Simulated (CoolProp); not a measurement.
A single-stage vapour-compression cycle with hydrogen sulfide: evaporating at 255.15 K (dew point), condensing at 299.15 K (bubble point), superheat 0 K, subcooling 2 K, compressor efficiency 0.85, no pressure losses. Each further row changes one setting.

Values from CoolProp's reference Helmholtz-energy equation of state, Lemmon 2006. It is a short technical equation, of lower accuracy than the large ones.

```
case                              cooling COP  pressure ratio  discharge temperature (K)  refrigerating effect (kJ/kg)  volumetric capacity (kJ/m³)
--------------------------------  -----------  --------------  -------------------------  ----------------------------  ---------------------------
as stated                                4.05            3.53                      363.4                           402                         4100
evaporating temperature 260.15 K         4.76            2.99                      354.0                           405                         4830
condensing temperature 294.15 K          4.69            3.12                      351.3                           413                         4210
subcooling 7 K                           4.17            3.53                      363.4                           413                         4210
superheat 10 K                           3.97            3.53                      377.4                           413                         4010
compressor efficiency 0.75               3.58            3.53                      374.6                           402                         4100
```
